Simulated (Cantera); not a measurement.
Mixture: 20.7 % CO, 1.94 % H2, 18.5 % O2, 51.8 % N2, 7.02 % CO2, at 383 Torr, adiabatic and at constant volume. Ignition delay is the time to a rise of 400 K.

Detailed kinetics in Cantera: GRI-Mech 3.0 (53 species, 325 reactions). Below about 950 K walls govern HO2 and H2O2 in real vessels. Where the delays flatten at high temperature, the 400 K rule measures the pace of heat release, not the induction time.

Problem. Predict: delay at 850 K; delay at 1050 K; delay at 1250 K; delay at 1450 K; delay at 1650 K.

Solution. 
```json
{
  "delay at 850 K": "0.242 s",
  "delay at 1050 K": "0.539 ms",
  "delay at 1250 K": "0.232 ms",
  "delay at 1450 K": "0.185 ms",
  "delay at 1650 K": "0.205 ms"
}
```
